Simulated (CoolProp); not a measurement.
The fluid at 298.15 K and 0.374 MPa (gas) is heated at constant pressure to 350.2 K. The same conditions are run with several fluids, on thermodynamics alone (safety and materials aside).

Computed with CoolProp (reference Helmholtz-energy equation of state of each fluid (methane: Setzmann 1991; cyclopropane: Polt 1992; R13: Platzer 1990; ethane: Bücker 2006)). The equations of Platzer and Polt are older, rougher fits.

| fluid | heat (kJ/kg) | final density (kg/m³) |
|---|---|---|
| methane | 120 | 2.07 |
| cyclopropane | 80.3 | 5.61 |
| R13 | 35.7 | 13.7 |
| ethane | 98.3 | 3.93 |
